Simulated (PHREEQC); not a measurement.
Dissolve 170 mmol/kgw HF and 1.5 mmol/kgw NaOH at 23 °C. Closed to the air; pH follows from the charge balance.

All values are PHREEQC results (ion-association model, wateq4f.dat), not measurements.

No solid was allowed to form.

**Question.** Predict the pH, ionic strength.

**Answer.** pH 2.04; ionic strength 0.0116 mol/kgw.

**Question.** In which forms is F present?

**Answer.** HF 59 %, H2F2 33 %, F- 5.0 %, HF2- 3.7 % of the F.

wateq4f.dat counts part of the HF as a dimer, H2F2, which phreeqc.dat doesn't know; its constant is uncertain.
